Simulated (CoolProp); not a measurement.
A single-stage vapour-compression cycle with R141b: evaporating at 319.15 K (dew point), condensing at 381.15 K (bubble point), superheat 2 K, subcooling 8 K, compressor efficiency 0.85, no pressure losses. Each further row changes one setting.

Model: reference Helmholtz-energy equation of state, Lemmon 2006, in CoolProp. It is a short technical equation, of lower accuracy than the large ones.

```json
[
 {"case": "as stated", "cooling COP": "3.56", "pressure ratio": "5.00", "discharge temperature (K)": "384.1", "refrigerating effect (kJ/kg)": "151", "volumetric capacity (kJ/m³)": "1120"},
 {"case": "evaporating temperature 324.15 K", "cooling COP": "4.02", "pressure ratio": "___", "discharge temperature (K)": "383.6", "refrigerating effect (kJ/kg)": "___", "volumetric capacity (kJ/m³)": "___"},
 {"case": "condensing temperature 376.15 K", "cooling COP": "___", "pressure ratio": "4.48", "discharge temperature (K)": "379.4", "refrigerating effect (kJ/kg)": "157", "volumetric capacity (kJ/m³)": "1170"},
 {"case": "subcooling 13 K", "cooling COP": "___", "pressure ratio": "5.00", "discharge temperature (K)": "384.1", "refrigerating effect (kJ/kg)": "157", "volumetric capacity (kJ/m³)": "1170"},
 {"case": "superheat 12 K", "cooling COP": "3.61", "pressure ratio": "5.00", "discharge temperature (K)": "394.2", "refrigerating effect (kJ/kg)": "159", "volumetric capacity (kJ/m³)": "___"},
 {"case": "compressor efficiency 0.75", "cooling COP": "___", "pressure ratio": "5.00", "discharge temperature (K)": "389.6", "refrigerating effect (kJ/kg)": "151", "volumetric capacity (kJ/m³)": "1120"}
]
```

Problem. Fill in the missing entries.

Solution. 
- evaporating temperature 324.15 K, pressure ratio: 4.28
- evaporating temperature 324.15 K, refrigerating effect (kJ/kg): 154
- evaporating temperature 324.15 K, volumetric capacity (kJ/m³): 1330
- condensing temperature 376.15 K, cooling COP: 3.98
- subcooling 13 K, cooling COP: 3.71
- superheat 12 K, volumetric capacity (kJ/m³): 1140
- compressor efficiency 0.75, cooling COP: 3.14
